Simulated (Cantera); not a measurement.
A closed system holds: 1 mol Fe2O3, 0.017 mol H2O, 6.6 mol N2, held at 1650 K and 0.0410 bar.

Equilibrium computed with Cantera from the NASA thermochemical tables; the gas is ideal and each condensed phase is pure. Candidate condensed phases: Fe, FeO, Fe(OH)2, Fe(OH)3, Fe2O3, Fe3O4, H2O; 27 gas species. Rates play no part.

Base state: N2 0.972, O2 0.0241, H2O 0.00248, NO 0.000897, OH 5.22e-5, O 1.99e-5 (mole fractions); condensed: Fe3O4(s).

Question: What changes in the equilibrium state with this change: Fe2O3 replaced by MgO?

Answer: 
| species | before | after |
|---|---|---|
| N2 | 0.972 | 0.997 |
| H2O | 0.00248 | 0.00252 |
| H2 | 9.26e-7 | 4.41e-5 |
| O2 | 0.0241 | 1.10e-5 |
| NO | 0.000897 | 1.94e-5 |
| O | 1.99e-5 | 4.24e-7 |
| OH | 5.22e-5 | 7.69e-6 |
| Fe3O4(s), mol | 0.667 | 0 |
| MgO(s), mol | 0 | 1.00 |
Further candidate phases: Mg, MgO, Mg(OH)2.
